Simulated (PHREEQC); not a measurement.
## Copper plating or etch bath

Consider water at 45 °C with 2.6 mmol/kgw CuSO4, 61 mmol/kgw H2SO4 and 0.1 mmol/kgw NaCl. Closed to the air; pH follows from the charge balance.

All values are PHREEQC results (ion-association model, wateq4f.dat), not measurements.

| Item | Result |
|---|---|
| pH | 1.23 |
| ionic strength | 0.0881 mol/kgw |
| total alkalinity | -122 meq/kg |

| species | molality | activity | log γ |
|---|---|---|---|
| H+ | 0.0708 | 0.0585 | -0.083 |
| HSO4- | 0.0512 | 0.0398 | -0.109 |
| SO4-2 | 0.0117 | 0.00439 | -0.425 |
| Cu+2 | 0.00185 | 0.000746 | -0.395 |
| CuSO4 | 0.000746 | 0.000761 | 0.009 |
| Cl- | 9.95e-5 | 7.63e-5 | -0.116 |
| Na+ | 9.76e-5 | 7.65e-5 | -0.106 |
| NaSO4- | 2.40e-6 | 1.89e-6 | -0.103 |

Precipitation was switched off in this run. Away from 25 °C the constants follow the database's enthalpies or fits; those with neither stay at their 25 °C values.
